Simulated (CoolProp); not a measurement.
Saturated liquid density (kg/m³) of water: the reference equation beside estimates from Tc = 647.1 K, pc = 22.06 MPa, ω = 0.344.

Computed with CoolProp (reference Helmholtz-energy equation of state, Wagner 2002).

| T (K) | reference | Soave-Redlich-Kwong | Peng-Robinson |
|---|---|---|---|
| 348.5 | 974.6 | 726.6 | 817.9 |
| 360.7 | 966.9 | 718.7 | 809.5 |
| 372.9 | 958.5 | 710.5 | 800.7 |
| 385.1 | 949.5 | 701.9 | 791.5 |
| 397.3 | 939.7 | 692.9 | 781.9 |
| 409.5 | 929.4 | 683.4 | 771.7 |
| 421.7 | 918.4 | 673.5 | 761.0 |
| 433.9 | 906.7 | 663.1 | 749.7 |
| 446.1 | 894.4 | 652.1 | 737.8 |
| 458.3 | 881.4 | 640.6 | 725.2 |
| 470.4 | 867.8 | 628.5 | 712.0 |
| 482.6 | 853.4 | 615.7 | 697.8 |
| 494.8 | 838.1 | 602.0 | 682.7 |

Absolute difference from the reference over all 13 rows, mean and median: Soave-Redlich-Kwong 26.7 and 26.7 %, Peng-Robinson 17.2 and 17.1 %.
